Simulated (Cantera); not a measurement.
Feed: 1 mol C2H5OH, 0.8 mol CO2, held at 2750 K and 0.133 bar.

Cantera equilibrium calculation (NASA polynomials, part measured and part estimated; ideal gas, pure solids and liquids). Candidate condensed phases: C, C6H6, C7H8, C8H18, H2O; 110 gas species. Rates play no part.

Base state: CO 0.436, H2 0.429, H 0.123, C2H2 (acetylene) 0.0121, C2H 0.000400, C4H2 0.000141, C3 0.000127, C 2.83e-5 (mole fractions); condensed: C(graphite).

Problem. What changes in the equilibrium state with this change: CO2 from 0.8 to 0.057 mol?

Solution. 
```json
[
 {"species": "H2", "before": "0.429", "after": "0.588"},
 {"species": "CO", "before": "0.436", "after": "0.251"},
 {"species": "H", "before": "0.123", "after": "0.144"},
 {"species": "C2H2 (acetylene)", "before": "0.0121", "after": "0.0165"},
 {"species": "CH3", "before": "1.24e-5", "after": "1.99e-5"},
 {"species": "C2H2 (vinylidene)", "before": "2.02e-5", "after": "2.77e-5"},
 {"species": "C(graphite), mol", "before": "0.0447", "after": "0.786"}
]
```
